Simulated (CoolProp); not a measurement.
The fluid at 293.15 K and 6.34 MPa is throttled through a valve to 3.48 MPa with no heat exchange. The same conditions are run with several fluids, on thermodynamics alone (safety and materials aside).

The numbers come from the reference Helmholtz-energy equation of state of each fluid (R125: Lemmon 2005; hydrogen sulfide: Lemmon 2006; n-nonane: Lemmon 2006; R142b: Lemmon 2006; sulfur hexafluoride: Guder 2009) in CoolProp.

```tsv
fluid	temperature change (K)	final density (kg/m³)
R125	___	___
hydrogen sulfide	___	___
n-nonane	___	720
R142b	___	___
sulfur hexafluoride	-1.1	1440
```

Question: Complete the blanks.

Answer: 
- R125, temperature change (K): -0.2
- R125, final density (kg/m³): 1250
- hydrogen sulfide, temperature change (K): +0.2
- hydrogen sulfide, final density (kg/m³): 791
- n-nonane, temperature change (K): +1.2
- R142b, temperature change (K): +0.8
- R142b, final density (kg/m³): 1130
